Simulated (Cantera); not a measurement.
An adiabatic, constant-volume homogeneous reactor starts with H2 : O2 : N2 : H2O = 1 : 0.943 : 3.55 : 0.18 (molar parts), at 1573 K and 0.680 bar.

Model: the H2/O2 subset of GRI-Mech 3.0, which has no nitrogen chemistry, integrated in Cantera.

One state of this run: T (K) = 2703; P (bar) = 1.09; x H2 = 0.0100; x O2 = 0.0783; x H2O = 0.197; x OH = 0.0280; x H = 0.00556; x H2O2 = 6.06e-7. x: mole fraction; the columns are a selection and need not sum to one.

Task: Which value of t (s) does it belong to?
A. 0.300
B. 2.17e-5
C. 2.00e-6
D. 6.59e-6

Result: A, 0.300
